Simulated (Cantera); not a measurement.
An adiabatic, constant-volume homogeneous reactor starts with CH4 : CO : O2 : N2 = 1 : 0.06 : 3.5 : 13.2 (molar parts), equivalence ratio 0.58, at 1350 K and 17.8 atm.

Detailed kinetics in Cantera: GRI-Mech 3.0 (53 species, 325 reactions). The pressure lies above the range GRI-Mech 3.0 was tuned for (to about 10 atm).

Problem. Predict: time of steepest temperature rise; temperature at 0.300 s; equilibrium temperature; x(CO) at 0.300 s; x(O2) at 0.300 s.

Solution. 
```json
{
 "time_of_steepest_temperature_rise": "0.373 ms",
 "temperature at 0.300 s": "2698 K",
 "equilibrium_temperature": "2698 K",
 "x(CO) at 0.300 s": "0.00338 (gas-phase equilibrium 0.00338)",
 "x(O2) at 0.300 s": "0.0727 (gas-phase equilibrium 0.0727)"
}
```
